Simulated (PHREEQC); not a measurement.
Dissolve 0.023 mol/kgw ZnCl2, 6.8e-05 mol/kgw KCl and 0.018 mol/kgw FeSO4 at 20 °C. It is in equilibrium with CO2 at log p = -2 (atm). Otherwise closed; pH follows from the charge balance.

All values are PHREEQC results (ion-association model, phreeqc.dat), not measurements.

Question: The ionic strength comes out as 0.106 mol/kgw. What activity coefficients do K+, Zn+2, Cl-, SO4-2, Zn(SO4)2-2 get?

Answer: K+ 0.76, Zn+2 0.37, Cl- 0.76, SO4-2 0.37, Zn(SO4)2-2 0.37.

This is a speciation only: nothing precipitates in the calculation.
